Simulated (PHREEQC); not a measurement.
Solution (45 °C): 0.23 mol/kgw Ba(NO3)2. Closed to the air; pH follows from the charge balance.

The numbers come from PHREEQC with the ion-association model, wateq4f.dat.

No solid was allowed to form.

Task: Predict the activity of water.

Result: activity of water 0.988.

At this temperature some constants are extrapolated from 25 °C, and those without enthalpy data are left unchanged.
